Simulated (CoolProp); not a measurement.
Vapour-liquid equilibrium of R152A (1) + methanol (2) at 263.1 K; x and y are mole fractions of (1).

Model: multi-fluid Helmholtz-energy mixture model, Outcalt 1996 and de Reuck 1993; pair parameters Bell 2016, in CoolProp.

### Question
Give the bubble pressure and the first vapour's composition at x = 0.2, 0.425, 0.725. Is there an azeotrope?

### Answer
x = 0.2: 100.4 kPa, y = 0.980; x = 0.425: 117.5 kPa, y = 0.984; x = 0.725: 140.8 kPa, y = 0.989. No azeotrope shows between x = 0.05 and 0.95.

The pair parameters rest on a limited set of measurements; away from them the model extrapolates. With so large a gap from Raoult's law the liquid may split in two, which this calculation doesn't test in full.
